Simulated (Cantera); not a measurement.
Input: 1 mol FeS₂, 31 mol H₂, equilibrated at 0.0100 bar.

Cantera equilibrium calculation (NASA polynomials, part measured and part estimated; ideal gas, pure solids and liquids). Candidate condensed phases: Fe, FeS, FeS₂, S; 8 gas species. Metal and sulfide melt together well below either melting point, which pure phases cannot show. Mutual solubility and eutectic melting of coexisting phases are not modelled. FeS: taken at fixed stoichiometry. Gases not in the tables: S₃ to S₇. The numbers say what is thermodynamically allowed, not how fast it happens.

Problem. Which condensed phases are stable at each of these points (T (K)): 750, 850, 950, 1050, 1150, 1250, 1350, 1450, 1550, 1650, 1750, 1850, 1950, 2050?

Solution. 
| T (K) | condensed phases | Fe condensed (%) |
|---|---|---|
| 750 | FeS(s) | 100.0 |
| 850 | FeS(s) | 100.0 |
| 950 | FeS(s) | 100.0 |
| 1050 | FeS(s) | 100.0 |
| 1150 | FeS(s) | 100.0 |
| 1250 | FeS(s) | 100.0 |
| 1350 | FeS(s) | 100.0 |
| 1450 | FeS(s) | 100.0 |
| 1550 | FeS(l) | 99.9 |
| 1650 | Fe(γ) + FeS(l) | 99.2 |
| 1750 | Fe(δ) | 95.6 |
| 1850 | Fe(l) | 81.2 |
| 1950 | Fe(l) | 32.9 |
| 2050 | gas only | 0.0 |

From 750 K to 1450 K the condensed part is FeS(s). At 1550 K the condensed part is FeS(l). At 1650 K the condensed part is Fe(γ) + FeS(l). At 1750 K the condensed part is Fe(δ). From 1850 K to 1950 K the condensed part is Fe(l). At 2050 K nothing is condensed.
